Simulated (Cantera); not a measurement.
An adiabatic, constant-pressure homogeneous reactor starts with H2 : O2 : N2 : CO2 = 1 : 0.694 : 2.61 : 0.099 (molar parts), equivalence ratio 0.72, at 1375 K and 0.300 bar.

Detailed kinetics in Cantera: GRI-Mech 3.0 (53 species, 325 reactions).

x: mole fraction; the columns are a selection and need not sum to one.

| t (s) | T (K) | x H2 | x O2 | x NO2 | x N2O | x NO | x OH |
|---|---|---|---|---|---|---|---|
| 4.00e-6 | 1375 | 0.227 | 0.158 | <1e-12 | <1e-12 | <1e-12 | 7.27e-9 |
| 1.10e-5 | 1375 | 0.227 | 0.158 | <1e-12 | <1e-12 | <1e-12 | 5.96e-8 |
| 3.03e-5 | 1375 | 0.227 | 0.158 | <1e-12 | 2.09e-12 | <1e-12 | 4.80e-6 |
| 8.35e-5 | 1559 | 0.0346 | 0.0662 | 1.43e-10 | [?] | 3.34e-6 | 0.0139 |
| 0.000230 | 1963 | 0.0317 | 0.0600 | 1.44e-9 | [?] | 3.24e-5 | 0.0235 |
| 0.000632 | 2305 | 0.0247 | 0.0548 | 9.42e-9 | [?] | 0.000120 | 0.0277 |
| 0.00174 | 2541 | 0.0164 | 0.0511 | 1.38e-7 | [?] | 0.000724 | 0.0261 |
| 0.00479 | 2572 | 0.0150 | 0.0497 | 6.09e-7 | 2.56e-7 | 0.00278 | 0.0251 |
| 0.0132 | 2568 | 0.0151 | 0.0479 | 1.50e-6 | 2.72e-7 | 0.00693 | 0.0246 |
| 0.0363 | 2565 | 0.0151 | 0.0463 | 2.24e-6 | 2.97e-7 | 0.0105 | 0.0242 |
| 0.100 | 2565 | 0.0151 | 0.0461 | 2.33e-6 | 3.01e-7 | 0.0109 | 0.0241 |

Problem. What belongs in the gaps?

Solution. 
- 8.35e-5, x N2O: 2.21e-8
- 0.000230, x N2O: 3.52e-8
- 0.000632, x N2O: 6.42e-8
- 0.00174, x N2O: 2.05e-7
